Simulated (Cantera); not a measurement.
A perfectly stirred reactor is fed with CO : H₂ : O₂ : N₂ : H₂O = 1 : 0.09 : 1.27 : 4.77 : 0.46 (molar parts), equivalence ratio 0.43, at 760 Torr; it is adiabatic with a 375 K inlet, and is followed from long to short residence time, starting on the burning branch (τ in s: 0.19, 0.072, 0.027, 0.01, 0.0038, 0.0014, 0.00053, 0.0002, 7.4e-05, 2.8e-05, 1e-05).

Detailed kinetics in Cantera: GRI-Mech 3.0 (53 species, 325 reactions).

Q: What does this change do: CO 1 to 0.76 parts?

A: 
```csv
quantity,before,after
"blow-out, bracketed by the residence times tried","burning at 1.40 ms, out at 0.530 ms","burning at 10.0 ms, out at 3.80 ms"
x(CO) at τ = 0.190 s,0.000632,0.000831
x(H₂) at τ = 0.190 s,4.46e-5,3.04e-5
x(O₂) at τ = 0.190 s,0.103,0.122
x(H₂O₂) at τ = 0.190 s,1.13e-7,2.88e-7
x(CO₂) at τ = 0.190 s,0.141,0.109
x(CO) at τ = 1.40 ms,0.0211,0.103
x(H₂) at τ = 1.40 ms,0.000849,0.0122
x(O₂) at τ = 1.40 ms,0.111,0.173
x(H₂O₂) at τ = 1.40 ms,1.51e-6,<1e-12
x(CO₂) at τ = 1.40 ms,0.119,<1e-12
```

Q: What does this change do: inlet temperature 375 to 650 K?

A: 
```
quantity                                                                       before                                 after
------------------------------------------------  -----------------------------------  ------------------------------------
blow-out, bracketed by the residence times tried  burning at 1.40 ms, out at 0.530 ms  burning at 0.530 ms, out at 0.200 ms
x(CO) at τ = 0.190 s                                                         0.000632                              0.000644
x(H₂) at τ = 0.190 s                                                          4.46e-5                               6.23e-5
x(O₂) at τ = 0.190 s                                                            0.103                                 0.103
x(H₂O₂) at τ = 0.190 s                                                        1.13e-7                               5.36e-8
x(CO₂) at τ = 0.190 s                                                           0.141                                 0.141
x(CO) at τ = 1.40 ms                                                           0.0211                                0.0141
x(H₂) at τ = 1.40 ms                                                         0.000849                               0.00112
x(O₂) at τ = 1.40 ms                                                            0.111                                 0.107
x(H₂O₂) at τ = 1.40 ms                                                        1.51e-6                               5.18e-7
x(CO₂) at τ = 1.40 ms                                                           0.119                                 0.126
```
